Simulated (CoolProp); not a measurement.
Aqueous potassium carbonate as a coolant, 32 % by mass, freezing at -21.5 °C, 1 atm.

Model: Melinder's fits for secondary coolants, in CoolProp.

```
T (°C)  density (kg/m³)  Prandtl number  cp (kJ/(kg K))  viscosity (mPa s)
------  ---------------  --------------  --------------  -----------------
-10.9              1335            37.8             ___               6.85
-0.8               1331            26.1           2.866               4.85
9.3                1327            19.1             ___               3.63
19.4                ___            14.6             ___               2.84
29.5               1316            11.5           2.919               2.29
39.6               1310            9.21           2.938               1.87
```

Problem. Fill in the missing entries.

Solution. 
- -10.9, cp (kJ/(kg K)): 2.849
- 9.3, cp (kJ/(kg K)): 2.883
- 19.4, density (kg/m³): 1322
- 19.4, cp (kJ/(kg K)): 2.900
